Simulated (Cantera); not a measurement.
A closed system holds: 1 mol Si, 2 mol HBr, 7.5 mol N₂, held at 1.40 Pa.

These are equilibrium values from Cantera (NASA tables, ideal gas, pure condensed phases), not measurements of a reactor. Candidate condensed phases: Br₂, Si, Si₃N₄; 28 gas species. The tables' values for SiBr, SiN are old estimates; treat these amounts as uncertain. Equilibrium is a limit: real reactors are often held back by kinetics, nucleation or transport.

### Question
At 1700 K, list the 6 most abundant gas species with their mole fractions, and the condensed phases.

### Answer
N₂ 0.691, Br 0.134, H₂ 0.0774, Si 0.0485, HBr 0.0184, SiBr₂ 0.0124. Condensed: Si(l).
